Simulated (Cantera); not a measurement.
Charge: 1 mol Si3N4, 3.6 mol Cl2, 0.4 mol H2, 0.85 mol NF3, equilibrated at 750 Torr.

Cantera equilibrium calculation (NASA polynomials, part measured and part estimated; ideal gas, pure solids and liquids). Candidate condensed phases: NH4Cl, Si, Si3N4; 49 gas species. Equilibrium is a limit: real reactors are often held back by kinetics, nucleation or transport.

Over these rows the condensed part is Si3N4(s). Partial pressures as log10 of bar:

```csv
T (K),1000/T (1/K),log p SiCl2,log p N2,log p SiCl4,log p SiF4,log p HCl
950,1.0526,-7.58,-0.40,-0.48,-0.89,-0.92
1000,1.0000,-6.80,-0.40,-0.48,-0.89,-0.91
1050,0.9524,-6.10,-0.40,-0.48,-0.89,-0.90
1100,0.9091,?,-0.40,-0.48,-0.89,-0.90
1150,0.8696,-4.89,-0.40,-0.48,-0.89,-0.89
1200,0.8333,-4.36,-0.40,-0.48,-0.89,-0.89
```

Fit log p(SiCl2) = a + b·(1000/T) to the five rows, give the apparent enthalpy, and predict the row at 1100 K.

Means: 1000/T = 0.9416, log p = -5.946. Sxy = -0.480707, Sxx = 0.0327611, so b = -14.67 and a = -5.946 − (-14.67)×0.9416 = 7.87.
Apparent enthalpy: −19.145 × (-14.67) = 281 kJ/mol. With the condensed phases at unit activity, 1/6 Si3N4(s) + 1/2 SiCl4(g) = SiCl2(g) + 1/3 N2(g) links this pressure to the main gases: over the six rows their terms move log p by +0.00 in all, so the slope is close to that reaction's ΔH°. The five rows lie within 0.01 of the line.
Prediction at 1100 K: 7.87 + (-14.67)×0.9091 = -5.47. The computed value is -5.47, 0.00 from the line.
